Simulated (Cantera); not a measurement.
Reactions in the system C-H-N-Ta

Standard-state values (1 bar) from the NASA 1993 polynomials, evaluated with Cantera. Values are per mole of reaction as written; species without (g) are pure solids or liquids, kept so even where they would boil at 1 bar. TaC: taken at fixed stoichiometry.

2 TaC + H2(g) + N2(g) = 2 Ta + 2 HCN(g)

```csv
T (K),ΔH° (kJ),ΔS° (J/K),ΔG° (kJ),log10 K
300,558.2,79.5,534.3,-93.03
923,551.6,67.4,489.3,-27.69
1123,549.9,65.7,476.0,-22.14
1323,548.2,64.4,463.0,-18.28
1523,546.5,63.2,450.3,-15.44
1723,544.8,62.1,437.7,-13.27
1923,543.0,61.1,425.4,-11.55
```
